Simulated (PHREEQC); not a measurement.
Na2CO3 is added in steps, without added water, to 1 kg of water holding 0.0097 mol/kgw NaH2PO4, 0.00049 mol/kgw H2SO4 and 0.0036 mol/kgw ZnSO4, at 25 °C. Oxygen is held at 0.21 atm. CO2 from the air is kept out. Only these solids could form: Zn(OH)2-e, ZnCO3:H2O, Zn4(OH)6SO4, Zn3(PO4)2:4w, Mirabilite, Goslarite, Nahcolite, Natron.

Base run: PHREEQC, ion-association model, wateq4f.dat. Each further column changes one thing. The table gives pH.

| Na2CO3 added (mol) | base | NaH2PO4 from 0.0097 to 0.00485 mol/kgw | no solid may form |
|---|---|---|---|
| 0 | 3.41 | 3.29 | 3.41 |
| 0.0016 | 5.10 | 5.26 | 6.22 |
| 0.0024 | 5.35 | 5.53 | 6.47 |
| 0.004 | 6.10 | 6.30 | 6.77 |
| 0.0056 | 6.54 | 6.87 | 6.99 |
| 0.0064 | 6.69 | 7.14 | 7.09 |
| 0.008 | 6.97 | 8.06 | 7.28 |
| 0.0096 | 7.24 | 8.93 | 7.45 |
| 0.0104 | 7.39 | 9.15 | 7.53 |
| 0.012 | 7.83 | 9.24 | 7.69 |
| 0.0136 | 8.58 | 9.32 | 7.85 |
| 0.0144 | 8.76 | 9.36 | 7.95 |
| 0.016 | 9.10 | 9.41 | 8.19 |

H3PO4, which wateq4f.dat lacks, is added to it with the constant of phreeqc.dat. The database has no phosphate complexes of Zn. The database's zinc carbonate complexes are estimates, stronger than later reviews accept. In at least one series the solution becomes supersaturated in solids that the run did not let form, among them Zn(OH)2-e, ZnCO3:H2O, Zn4(OH)6SO4, Zn3(PO4)2:4w.
